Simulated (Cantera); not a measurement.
What does this Cantera script print?

```python
import numpy as np
import cantera as ct

gas_names = """
    H HO2 H2 H2O H2O2 O OH O2 O3 V VO VO2
""".split()
cond_names = """
    H2O(s) H2O(L) V(cr) V(L) VO(s) VO(L) V2O3(s) V2O3(L) V2O4(I) V2O4(II) V2O4(L) V2O5(s) V2O5(L)
""".split()


# ... load() reads the species with a 1 bar reference pressure and builds the phases ...
atoms = {
    'V2O5': {'V': 2, 'O': 5},
    'H2': {'H': 2},
    'H2O': {'H': 2, 'O': 1},
}
top_T = {}  # K; cautious upper limits of use, not melting points


# ... equilibrate(T, P, feed) seeds the gas with the atoms and calls Mixture.equilibrate('TP', solver="vcs", rtol=1e-11, max_steps=5000) ...
results = []
feed = {'V2O5': 1, 'H2': 0.52, 'H2O': 5.4}  # mol
T = 923  # K
P = 1333.22  # Pa
mix = equilibrate(T, P, feed)
results.append((T, P, feed, dict(zip(mix.species_names, mix.species_moles))))
x = sorted(zip(gas.X, gas.species_names), reverse=True)
print(f"T = {T:g} K  P = {P:g} Pa  gas = {mix.phase_moles(0):.4g} mol")
print("   x: " + "  ".join(f"{s} {v:.3e}" for v, s in x if v > 1e-05))
print("   condensed (mol): " + ("  ".join(f"{mix.phase(i).name} {mix.phase_moles(i):.4g}"
      for i in range(1, mix.n_phases) if mix.phase_moles(i) > 1e-12) or "none"))
```

Result:

```
T = 923 K  P = 1333.22 Pa  gas = 5.937 mol
   x: H2O 9.972e-01  O2 2.830e-03
   condensed (mol): V2O4(II) 0.5536  V2O5(s) 0.4464
```

These are equilibrium values from Cantera (NASA tables, ideal gas, pure condensed phases), not measurements of a reactor. Condensed phases not in the tables: the oxides between V2O3 and V2O5 other than VO2. Gases not in the tables: V4O10.
